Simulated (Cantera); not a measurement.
Cantera run, input and output.

```python
import numpy as np
import cantera as ct

gas = ct.Solution("gri30.yaml")
gas.TPX = 450, 27000, {'CH4': 1, 'C2H6': 0.3, 'O2': 3.05, 'N2': 11.5}
flame = ct.FreeFlame(gas, width=0.1)
flame.set_refine_criteria(ratio=3, slope=0.08, curve=0.16)
flame.transport_model = "mixture-averaged"
flame.solve(loglevel=0, auto=True)
z, T = flame.grid, flame.T
thick = (T[-1] - T[0]) / np.gradient(T, z).max()
show = ['CH4', 'C2H6', 'O2', 'CH3', 'NO', 'H2']
print(f"laminar burning velocity  {flame.velocity[0] * 100:.3f} cm/s")
print(f"burnt temperature         {T[-1]:.1f} K")
print(f"thermal thickness         {thick * 1e3:.4f} mm")
print(f"grid points               {len(z)}")
z0 = z[flame.heat_release_rate.argmax()]
print(f"{'z/mm':>9s}{'T/K':>9s}{'u/(m/s)':>9s}" + "".join(f"{s:>11s}" for s in show))
rows = []
for k in (-3, -2, -1.5, -1, -0.5, -0.25, 0, 0.25, 0.5, 1, 2, 4, 8):
    zz = z0 + k * thick
    rows.append([k * thick, np.interp(zz, z, T), np.interp(zz, z, flame.velocity),
                 *(np.interp(zz, z, flame.X[gas.species_index(s)]) for s in show)])
    print(f"{rows[-1][0] * 1e3:9.3f}{rows[-1][1]:9.1f}{rows[-1][2]:9.3f}" + "".join(f"{x:11.3e}" for x in rows[-1][3:]))
```

Output:

```
laminar burning velocity  99.413 cm/s
burnt temperature         2274.9 K
thermal thickness         1.1072 mm
grid points               156
     z/mm      T/K  u/(m/s)        CH4       C2H6         O2        CH3         NO         H2
   -3.322    450.1    0.995  6.304e-02  1.892e-02  1.923e-01  2.318e-09  5.293e-11  7.020e-04
   -2.214    450.8    0.998  6.290e-02  1.889e-02  1.919e-01  3.237e-08  8.365e-10  2.348e-03
   -1.661    454.6    1.009  6.259e-02  1.884e-02  1.913e-01  2.002e-07  5.177e-09  4.643e-03
   -1.107    494.7    1.105  6.076e-02  1.855e-02  1.879e-01  4.752e-06  6.940e-08  9.876e-03
   -0.554    866.6    1.973  4.664e-02  1.440e-02  1.588e-01  4.764e-04  1.176e-06  1.968e-02
   -0.277   1290.1    2.986  2.811e-02  6.416e-03  1.183e-01  2.812e-03  3.073e-06  2.472e-02
    0.000   1682.2    3.943  8.041e-03  4.244e-04  7.014e-02  2.561e-03  6.610e-06  2.535e-02
    0.277   1840.6    4.322  7.972e-04  1.915e-06  4.104e-02  3.301e-04  1.124e-05  2.006e-02
    0.554   1875.6    4.393  4.002e-05  1.891e-09  3.009e-02  1.697e-05  1.432e-05  1.667e-02
    1.107   1904.3    4.436  1.275e-07  2.839e-14  2.447e-02  5.682e-08  1.706e-05  1.600e-02
    2.214   1939.7    4.500  3.028e-11  7.312e-20  2.214e-02  1.466e-11  2.019e-05  1.605e-02
    4.429   1988.9    4.598  1.875e-16  3.958e-26  2.045e-02  5.863e-16  2.583e-05  1.509e-02
    8.858   2052.9    4.725  3.278e-17 -7.067e-30  1.838e-02  2.884e-16  3.698e-05  1.339e-02
```

Detailed kinetics in Cantera: GRI-Mech 3.0 (53 species, 325 reactions). Burning velocities carry a grid error of a few per cent, more on coarse grids.
